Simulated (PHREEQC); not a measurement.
Make-up at 20 °C: 0.00096 mol HF, 0.059 mol NH4F and 0.02 mol HCl per kg of water. Closed to the air; pH follows from the charge balance.

Computed with PHREEQC (ion-association model, phreeqc.dat).

Precipitation was switched off in this run.

### Question
Estimate the pH, ionic strength.

### Answer
pH 3.35; ionic strength 0.0595 mol/kgw.

### Question
In which forms is F present?

### Answer
F- 62 %, HF 30 %, HF2- 8.2 % of the F.

Species that the database lacks are ignored.
